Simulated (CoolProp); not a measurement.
The numbers come from the reference Helmholtz-energy equation of state, Wagner 2002 in CoolProp.

Problem. For water, give the phase and the density (kg/m³), speed of sound (m/s), expansivity (1/kK), fugacity coefficient at 177.95 °C and 31.8 MPa.

Solution. 
- 177.95 °C and 31.8 MPa: liquid; density 908, speed of sound 1490, expansivity 1.07, fugacity coefficient 0.0333
